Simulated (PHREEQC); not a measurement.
**Metal-bearing waste water: speciation**

Consider water at 90 °C with 0.0011 mol/kgw FeSO4, 0.00044 mol/kgw ZnCl2, 0.000395 mol/kgw NaF and 0.000105 mol/kgw Na2SO4. Closed to the air; pH follows from the charge balance.

Equilibrium calculation in PHREEQC: ion-association model, phreeqc.dat.

```json
{
 "pH": "5.53",
 "ionic_strength": "0.00535 mol/kgw",
 "specific_conductance": "1040 µS/cm"
}
```

| species | molality | activity | log γ |
|---|---|---|---|
| SO4-2 | 0.000942 | 0.000663 | -0.152 |
| Fe+2 | 0.000894 | 0.000635 | -0.149 |
| Cl- | 0.000873 | 0.000798 | -0.039 |
| Na+ | 0.000602 | 0.000551 | -0.038 |
| F- | 0.000384 | 0.000351 | -0.039 |
| Zn+2 | 0.000365 | 0.000257 | -0.152 |
| FeSO4 | 0.000198 | 0.000199 | 0.001 |
| ZnSO4 | 6.01e-5 | 6.02e-5 | 0.001 |
| ZnCl+ | 6.34e-6 | 5.80e-6 | -0.039 |
| ZnOH+ | 5.95e-6 | 5.44e-6 | -0.039 |
| HF | 5.71e-6 | 5.72e-6 | 0.001 |
| FeOH+ | 3.99e-6 | 3.65e-6 | -0.038 |
| H+ | 3.21e-6 | 2.96e-6 | -0.035 |
| NaSO4- | 2.80e-6 | 2.57e-6 | -0.038 |

This is a speciation only: nothing precipitates in the calculation. Away from 25 °C the constants follow the database's enthalpies or fits; those with neither stay at their 25 °C values. Fluoro complexes past AlF4- and FeF3 are missing from the database.
